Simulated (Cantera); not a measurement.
Charge: 1 mol CO₂, 0.29 mol SO₂, 8.4 mol O₂, at 875 °C and 390 Torr.

Method: chemical equilibrium by Gibbs-energy minimisation in Cantera with the NASA 1993 tables (ideal gas, pure condensed phases). Candidate condensed phases: C, S; 22 gas species. The numbers say what is thermodynamically allowed, not how fast it happens.

Base state: O₂ 0.866, CO₂ 0.104, SO₂ 0.0237, SO₃ 0.00634 (mole fractions); condensed: gas only.

**Question.** What changes in the equilibrium state with this change: CO₂ replaced by S?

**Answer.** 
```
species   before   after
-------  -------  ------
O₂         0.866   0.849
SO₂       0.0237   0.119
SO₃      0.00634  0.0316
CO₂        0.104       0
```
